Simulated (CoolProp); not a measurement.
Vapour-liquid equilibrium of carbon dioxide (1) + ethane (2) at -8.25 °C; x and y are mole fractions of (1).

Values from CoolProp's multi-fluid Helmholtz-energy mixture model, Span 1996 and Bücker 2006; pair parameters Kunz 2012.

```json
[
 {"x": "0.05", "bubble pressure (MPa)": "2.125", "y at the bubble point": "0.103", "dew pressure at overall composition x (MPa)": "2.029", "liquid density (mol/L)": "14.03"},
 {"x": "0.2", "bubble pressure (MPa)": "2.577", "y at the bubble point": "0.320", "dew pressure at overall composition x (MPa)": "2.316", "liquid density (mol/L)": "14.37"},
 {"x": "0.35", "bubble pressure (MPa)": "2.897", "y at the bubble point": "0.461", "dew pressure at overall composition x (MPa)": "2.646", "liquid density (mol/L)": "14.86"},
 {"x": "0.5", "bubble pressure (MPa)": "3.097", "y at the bubble point": "0.570", "dew pressure at overall composition x (MPa)": "2.976", "liquid density (mol/L)": "15.64"},
 {"x": "0.65", "bubble pressure (MPa)": "3.185", "y at the bubble point": "0.665", "dew pressure at overall composition x (MPa)": "3.179", "liquid density (mol/L)": "16.86"},
 {"x": "0.8", "bubble pressure (MPa)": "3.155", "y at the bubble point": "0.768", "dew pressure at overall composition x (MPa)": "3.122", "liquid density (mol/L)": "18.67"},
 {"x": "0.95", "bubble pressure (MPa)": "2.935", "y at the bubble point": "0.919", "dew pressure at overall composition x (MPa)": "2.878", "liquid density (mol/L)": "21.14"}
]
```

y crosses x between x = 0.65 and 0.8: the model has an azeotrope there.

Pair parameters are fitted to limited data, so mixtures are less certain than the pure fluids.
